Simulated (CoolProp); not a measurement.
Saturation properties of R125 (Tc = 66.0 °C, pc = 3618 kPa, ω = 0.305).

Computed with CoolProp (reference Helmholtz-energy equation of state, Lemmon 2005).

```tsv
T (°C)	p (kPa)	vapour density (kg/m³)	liquid cp (kJ/(kg K))	liquid viscosity (µPa s)	vapour viscosity (µPa s)
-66.95	36.28	2.594	1.079	563	8.90
-60.65	52.38	3.657	1.090	505	9.17
-54.35	73.74	5.038	1.102	455	9.44
-48.05	101.5	6.802	1.115	411	9.71
-41.75	136.9	9.019	1.128	373	9.98
-35.45	181.3	11.77	1.143	339	10.3
-29.15	236.1	15.13	1.159	309	10.5
-22.85	302.8	19.22	1.176	282	10.8
-16.45	384.4	24.22	1.195	257	11.1
-10.15	480.0	30.12	1.216	235	11.4
-3.85	592.6	37.14	1.239	215	11.7
2.45	723.9	45.49	1.265	197	12.0
```

It boils at -48.1 °C under 1 atm.

Viscosity comes from a separate model (Huber 2006).
